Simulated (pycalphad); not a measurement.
Computed with pycalphad from the COST 507 light-alloy database (1999), at 1 atm. The data set is of 1999 and partly superseded. Amounts are mole fractions of atoms. Diffusion is slow at the low end, where real alloys seldom reach equilibrium.

### Question
Give the equilibrium state of Zr-0.78Si (at.%) at 720 K.

### Answer
hcp, fraction 0.969, with <0.01 Si at.%; SIZR3, fraction 0.031, with 25.0 Si at.%.

### Question
Give the equilibrium state of Zr-0.78Si (at.%) at 1800 K.

### Answer
bcc, fraction 0.969, with <0.01 Si at.%; SIZR3, fraction 0.031, with 25.0 Si at.%.

Database names, with the compositions (at.%) that they take in these runs: SIZR3: Zr 75 Si 25.
